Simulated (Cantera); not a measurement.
Input (Python, Cantera) and output of one run.

```python
import numpy as np
import cantera as ct

gas_names = """
    I2 ALI3 N2
""".split()
cond_names = """
    ALN(s)
""".split()


# ... load() reads the species with a 1 bar reference pressure and builds the phases ...
species = {s.name: s for s in load("nasa_gas.yaml", gas_names) + load("nasa_condensed.yaml", cond_names)}
# Each term lists the table entries of one substance; the one whose range holds T is used.
reactions = {
    '3 I2(g) + 2 AlN = 2 AlI3(g) + N2(g)':
        [(-3, ['I2']), (-2, ['ALN(s)']), (2, ['ALI3']), (1, ['N2'])],
}


def pick(names, T):
    return next(species[n] for n in names if species[n].thermo.min_temp <= T <= species[n].thermo.max_temp)


results = []
for label, terms in reactions.items():
    print(label)
    print("     T/K   dH/kJ  dS/(J/K)   dG/kJ   log10 K")
    for T in [875, 925, 975, 1025, 1075, 1125, 1175, 1225]:
        used = [(nu, pick(names, T)) for nu, names in terms]
        dH = sum(nu * s.thermo.h(T) for nu, s in used) / 1e6
        dS = sum(nu * s.thermo.s(T) for nu, s in used) / 1e3
        dG = dH - T * dS / 1e3
        logK = -dG * 1e6 / (ct.gas_constant * T * np.log(10))
        results.append((label, T, dH, dS, dG, logK, [s.name for _, s in used]))
        print(f"{T:8g} {dH:8.1f} {dS:8.1f} {dG:8.1f} {logK:8.2f}")
```

It prints:

```
3 I2(g) + 2 AlN = 2 AlI3(g) + N2(g)
     T/K   dH/kJ  dS/(J/K)   dG/kJ   log10 K
     875     59.6    114.1    -40.3     2.40
     925     58.9    113.4    -45.9     2.59
     975     58.3    112.7    -51.6     2.76
    1025     57.6    112.0    -57.2     2.92
    1075     56.9    111.3    -62.8     3.05
    1125     56.1    110.7    -68.3     3.17
    1175     55.4    110.0    -73.9     3.28
    1225     54.6    109.3    -79.3     3.38
```

Source: NASA polynomial tables (part measured, part estimated), evaluated in Cantera. Condensed species are held in their standard states even where they would react or evaporate.
